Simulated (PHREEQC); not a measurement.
Metal-bearing waste water: an equilibrium model

Consider water at 50 °C with 0.003 mol/kgw CuSO4, 0.1 mol/kgw MgSO4 and 0.018 mol/kgw NaHCO3. Closed to the air; pH follows from the charge balance.

All values are PHREEQC results (ion-association model, wateq4f.dat), not measurements.

pH: 6.83
ionic strength: 0.172 mol/kgw
total alkalinity: 18.0 meq/kg

| species | molality | activity | log γ |
|---|---|---|---|
| MgSO4 | 0.0610 | 0.0634 | 0.017 |
| SO4-2 | 0.0407 | 0.0120 | -0.532 |
| Mg+2 | 0.0369 | 0.0125 | -0.470 |
| Na+ | 0.0168 | 0.0124 | -0.130 |
| HCO3- | 0.0115 | 0.00861 | -0.127 |
| CO2 | 0.00235 | 0.00245 | 0.017 |
| MgHCO3+ | 0.00207 | 0.00149 | -0.143 |
| CuCO3 | 0.00143 | 0.00149 | 0.017 |
| NaSO4- | 0.00116 | 0.000862 | -0.127 |
| CuHCO3+ | 0.000410 | 0.000305 | -0.129 |
| Cu2(OH)2+2 | 0.000326 | 9.93e-5 | -0.517 |
| Cu+2 | 0.000216 | 7.06e-5 | -0.485 |

No solid was allowed to form. The solution is supersaturated, for example in Malachite, Cu(OH)2, so a real one may precipitate; this is no full list. Constants without temperature data keep their 25 °C values here.
